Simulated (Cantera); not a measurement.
An adiabatic, constant-volume homogeneous reactor starts with CH4 : H2 : O2 : N2 = 1 : 0.1 : 1.08 : 4.06 (molar parts), equivalence ratio 1.9, at 1525 K and 0.987 atm.

Computed with Cantera and GRI-Mech 3.0 (53 species, 325 reactions).

Problem. Predict: time of steepest temperature rise; temperature at 0.100 s; equilibrium temperature; x(H2) at 0.100 s; x(O2) at 0.100 s; x(HO2) at 0.100 s; x(NO) at 0.100 s.

Solution. time of steepest temperature rise: 0.726 ms
temperature at 0.100 s: 2807 K
equilibrium temperature: 2807 K
x(H2) at 0.100 s: 0.140 (gas-phase equilibrium 0.140)
x(O2) at 0.100 s: 0.000220 (gas-phase equilibrium 0.000220)
x(HO2) at 0.100 s: 2.38e-7 (gas-phase equilibrium 2.38e-7)
x(NO) at 0.100 s: 0.00102 (gas-phase equilibrium 0.00102)
